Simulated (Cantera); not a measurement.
Charge: 1 mol c-C4F8, 0.016 mol HCl, equilibrated at 973 K and 0.000890 bar.

Cantera equilibrium calculation (NASA polynomials, part measured and part estimated; ideal gas, pure solids and liquids). Candidate condensed phases: C, C6H6, C7H8, C8H18; 118 gas species. The feed counts by its element totals alone. Gases not in the tables: C2F6 and larger saturated fluorocarbons. The numbers say what is thermodynamically allowed, not how fast it happens.

Base state: CF4 0.987, HF 0.00728, Cl2 0.00262, CClF3 0.00160, HCl 0.000645, Cl 0.000440 (mole fractions); condensed: C(graphite).

Task: What changes in the equilibrium state with this change: pressure from 0.000890 bar to 0.920 bar?

Result: 
```
species             before     after
----------------  --------  --------
CF4                  0.987     0.987
HF                 0.00728   0.00628
CClF3              0.00160   0.00476
Cl2                0.00262  0.000725
HCl               0.000645   0.00166
Cl                0.000440   7.20e-6
CCl2F2             3.42e-6   3.04e-5
C(graphite), mol      2.00      2.00
```

Task: What changes in the equilibrium state with this change: pressure from 0.000890 bar to 0.000250 bar?

Result: 
| species | before | after |
|---|---|---|
| CF4 | 0.987 | 0.987 |
| HF | 0.00728 | 0.00743 |
| Cl2 | 0.00262 | 0.00270 |
| CClF3 | 0.00160 | 0.00118 |
| Cl | 0.000440 | 0.000844 |
| HCl | 0.000645 | 0.000487 |
| C(graphite), mol | 2.00 | 2.00 |
